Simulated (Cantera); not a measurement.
Charge: 1 mol Al2O3, 520 mol H2, 1.3 mol N2, at 1 atm.

Method: chemical equilibrium by Gibbs-energy minimisation in Cantera with the NASA 1993 tables (ideal gas, pure condensed phases). Candidate condensed phases: Al, AlN, Al2O3, H2O; 35 gas species. Mutual solubility and eutectic melting of coexisting phases are not modelled. The tables' values for AlOH are old estimates; treat these amounts as uncertain. Condensed phases not in the tables: aluminium oxynitride. Rates play no part.

x: gas mole fraction; n: condensed amount in mol.

| T (°C) | x H2 | x H | x N2 | x H2O | x NH3 | x Al | x Al2O | n Al2O3(s) | n AlN(s) |
|---|---|---|---|---|---|---|---|---|---|
| 525 | 0.997 | 2.64e-12 | 0.00242 | 3.67e-9 | 0.000151 | <1e-12 | <1e-12 | 1.000 | 0 |
| 625 | 0.997 | 1.09e-10 | 0.00246 | 1.93e-8 | 6.17e-5 | <1e-12 | <1e-12 | 1.000 | 0 |
| 725 | 0.997 | 2.13e-9 | 0.00248 | 7.16e-8 | 2.97e-5 | <1e-12 | <1e-12 | 1.000 | 0 |
| 825 | 0.997 | 2.45e-8 | 0.00249 | 2.07e-7 | 1.62e-5 | <1e-12 | <1e-12 | 1.000 | 0 |
| 925 | 0.998 | … | 0.00249 | … | … | <1e-12 | <1e-12 | 1.000 | 0 |
| 1025 | 0.998 | … | 0.00249 | … | … | <1e-12 | <1e-12 | 1.000 | … |
| 1125 | 0.997 | 4.69e-6 | 0.00249 | 1.93e-6 | 4.34e-6 | 2.91e-11 | <1e-12 | 1.000 | 0.000672 |
| 1225 | 0.997 | 1.71e-5 | 0.00249 | 3.31e-6 | 3.14e-6 | 1.13e-9 | 3.56e-11 | 0.999 | 0.00115 |
| 1325 | 0.997 | 5.28e-5 | 0.00249 | 5.27e-6 | 2.36e-6 | 2.78e-8 | 2.11e-9 | 0.999 | 0.00180 |
| 1425 | 0.997 | 0.000143 | 0.00249 | 7.92e-6 | 1.84e-6 | 4.64e-7 | 7.63e-8 | 0.999 | 0.00229 |
| 1525 | 0.997 | 0.000349 | 0.00249 | 1.31e-5 | 1.48e-6 | 4.57e-6 | 1.39e-6 | 0.997 | 0 |
| 1625 | 0.997 | 0.000775 | 0.00249 | 3.86e-5 | 1.21e-6 | 1.35e-5 | 5.11e-6 | 0.992 | 0 |
| 1725 | 0.996 | 0.00159 | 0.00249 | 0.000103 | 1.01e-6 | 3.53e-5 | 1.61e-5 | 0.978 | 0 |
| 1825 | 0.994 | 0.00305 | 0.00249 | 0.000250 | 8.61e-7 | 8.31e-5 | 4.49e-5 | 0.946 | 0 |

### Question
Some entries are withheld; supply them.

### Answer

- 1025, x H: 1.06e-6
- 1025, x H2O: 1.04e-6
- 1025, x NH3: 6.30e-6
- 1025, n AlN(s): 0.000360
- 925, x H: 1.89e-7
- 925, x H2O: 4.97e-7
- 925, x NH3: 9.72e-6
